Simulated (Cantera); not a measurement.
A closed system holds: 1 mol Zr, 0.5 mol N₂O, at 2400 K and 38.0 Pa.

Equilibrium computed with Cantera from the NASA thermochemical tables; the gas is ideal and each condensed phase is pure. Candidate condensed phases: Zr, ZrN, ZrO₂; 13 gas species. Mutual solubility and eutectic melting of coexisting phases are not modelled. ZrN: taken at fixed stoichiometry. Condensed phases not in the tables: solid solutions among these carbides, nitrides and lower oxides. Equilibrium is a limit: real reactors are often held back by kinetics, nucleation or transport.

Base state: N₂ 0.989, ZrO 0.0111, ZrO₂ 0.000199, Zr 8.52e-5 (mole fractions); condensed: ZrN(s) + ZrO₂(tetragonal).

Question: What changes in the equilibrium state with this change: temperature from 2400 K to 2223.15 K?

Answer: 
```json
[
 {"species": "N₂", "before": "0.989", "after": "1.000"},
 {"species": "ZrO", "before": "0.0111", "after": "0.000481"},
 {"species": "ZrO₂", "before": "0.000199", "after": "9.27e-6"},
 {"species": "Zr", "before": "8.52e-5", "after": "1.89e-6"},
 {"species": "ZrN(s), mol", "before": "0.749", "after": "0.750"},
 {"species": "ZrO₂(tetragonal), mol", "before": "0.249", "after": "0.250"}
]
```

Question: What changes in the equilibrium state with this change: N₂O from 0.5 to 3.6 mol?

Answer: 
```json
[
 {"species": "N₂", "before": "0.989", "after": "0.756"},
 {"species": "O", "before": "8.80e-6", "after": "0.137"},
 {"species": "O₂", "before": "<1e-9", "after": "0.0946"},
 {"species": "ZrO", "before": "0.0111", "after": "7.12e-7"},
 {"species": "NO", "before": "9.26e-7", "after": "0.0126"},
 {"species": "ZrO₂", "before": "0.000199", "after": "0.000199"},
 {"species": "Zr", "before": "8.52e-5", "after": "<1e-9"},
 {"species": "ZrN(s), mol", "before": "0.749", "after": "0"},
 {"species": "ZrO₂(tetragonal), mol", "before": "0.249", "after": "0.999"}
]
```

Question: What changes in the equilibrium state with this change: pressure from 38.0 Pa to 6.00 bar?

Answer: 
```
species                  before    after
---------------------  --------  -------
N₂                        0.989     1.00
ZrO                      0.0111  6.24e-8
ZrO₂                   0.000199  1.26e-8
Zr                      8.52e-5    <1e-9
ZrN(s), mol               0.749    0.750
ZrO₂(tetragonal), mol     0.249    0.250
```
